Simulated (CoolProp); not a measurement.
Vapour-liquid equilibrium of benzene (1) + n-dodecane (2) at 0.473 MPa; x and y are mole fractions of (1).

The numbers come from the multi-fluid Helmholtz-energy mixture model, Thol 2012 and Lemmon 2004; pair parameters Bell 2016 in CoolProp.

```json
[
 {"x": "0.05", "bubble temperature (K)": "553.0", "y at the bubble point": "0.211", "dew temperature at overall composition x (K)": "563.4", "liquid density (mol/L)": "3.193"},
 {"x": "0.15", "bubble temperature (K)": "524.0", "y at the bubble point": "0.567", "dew temperature at overall composition x (K)": "557.0", "liquid density (mol/L)": "3.613"},
 {"x": "0.25", "bubble temperature (K)": "497.0", "y at the bubble point": "0.778", "dew temperature at overall composition x (K)": "550.3", "liquid density (mol/L)": "4.059"},
 {"x": "0.35", "bubble temperature (K)": "475.3", "y at the bubble point": "0.884", "dew temperature at overall composition x (K)": "542.9", "liquid density (mol/L)": "4.523"},
 {"x": "0.45", "bubble temperature (K)": "458.8", "y at the bubble point": "0.935", "dew temperature at overall composition x (K)": "534.8", "liquid density (mol/L)": "5.016"},
 {"x": "0.55", "bubble temperature (K)": "446.3", "y at the bubble point": "0.962", "dew temperature at overall composition x (K)": "525.7", "liquid density (mol/L)": "5.557"},
 {"x": "0.65", "bubble temperature (K)": "436.5", "y at the bubble point": "0.978", "dew temperature at overall composition x (K)": "514.9", "liquid density (mol/L)": "6.174"},
 {"x": "0.75", "bubble temperature (K)": "428.5", "y at the bubble point": "0.987", "dew temperature at overall composition x (K)": "501.5", "liquid density (mol/L)": "6.897"},
 {"x": "0.85", "bubble temperature (K)": "421.7", "y at the bubble point": "0.994", "dew temperature at overall composition x (K)": "483.4", "liquid density (mol/L)": "7.770"},
 {"x": "0.95", "bubble temperature (K)": "415.8", "y at the bubble point": "0.998", "dew temperature at overall composition x (K)": "452.4", "liquid density (mol/L)": "8.853"}
]
```

No azeotrope shows between x = 0.05 and 0.95.

Pair parameters are fitted to limited data, so mixtures are less certain than the pure fluids.
